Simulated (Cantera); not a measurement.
Charge: 1 mol SiCl4, 1.1 mol Cl2, 0.49 mol H2, equilibrated at 1575 K and 750 Torr.

These are equilibrium values from Cantera (NASA tables, ideal gas, pure condensed phases), not measurements of a reactor. Candidate condensed phases: Si; 19 gas species. The tables' values for SiCl3 are old estimates; treat these amounts as uncertain. Equilibrium is a limit: real reactors are often held back by kinetics, nucleation or transport.

Base state: SiCl4 0.378, HCl 0.370, Cl2 0.209, Cl 0.0432, SiCl3 7.01e-5 (mole fractions); condensed: gas only.

Task: What changes in the equilibrium state with this change: temperature from 1575 K to 700 K?

Result: 
```
species   before    after
-------  -------  -------
SiCl4      0.378    0.386
HCl        0.370    0.378
Cl2        0.209    0.236
Cl        0.0432  3.21e-7
SiCl3    7.01e-5    <1e-9
```

Task: What changes in the equilibrium state with this change: temperature from 1575 K to 1223 K?

Result: 
```json
[
 {"species": "SiCl4", "before": "0.378", "after": "0.386"},
 {"species": "HCl", "before": "0.370", "after": "0.378"},
 {"species": "Cl2", "before": "0.209", "after": "0.234"},
 {"species": "Cl", "before": "0.0432", "after": "0.00289"},
 {"species": "SiCl3", "before": "7.01e-5", "after": "1.92e-7"}
]
```

Task: What changes in the equilibrium state with this change: temperature from 1575 K to 523.15 K?

Result: 
```
species   before  after
-------  -------  -----
SiCl4      0.378  0.386
HCl        0.370  0.378
Cl2        0.209  0.236
Cl        0.0432  <1e-9
SiCl3    7.01e-5  <1e-9
```
